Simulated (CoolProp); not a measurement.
A closed Brayton cycle with carbon dioxide: compressor inlet 305.15 K and 8 MPa, high pressure 17 MPa, turbine inlet 985 K, compressor efficiency 0.89, turbine efficiency 0.85, recuperator effectiveness 0 (on enthalpy, no pinch check). Each further row changes one setting.

Values from CoolProp's reference Helmholtz-energy equation of state, Span 1996.

```csv
case,thermal efficiency (%),net work (kJ/kg),compressor to turbine work,compressor exit (K),turbine exit (K)
as stated,10.8,100,0.13,324.6,888.8
turbine inlet 935 K,10.9,94.3,0.13,324.6,842.1
compressor inlet 315.15 K,10.6,84.9,0.26,371.3,888.8
high pressure 14.4 MPa,8.6,80.2,[?],[?],909.5
recuperator effectiveness 0.5,[?],100,0.13,324.6,888.8
```

Q: Fill in the missing entries.

A: 
- high pressure 14.4 MPa, compressor to turbine work: 0.12
- high pressure 14.4 MPa, compressor exit (K): 320.0
- recuperator effectiveness 0.5, thermal efficiency (%): 17.1
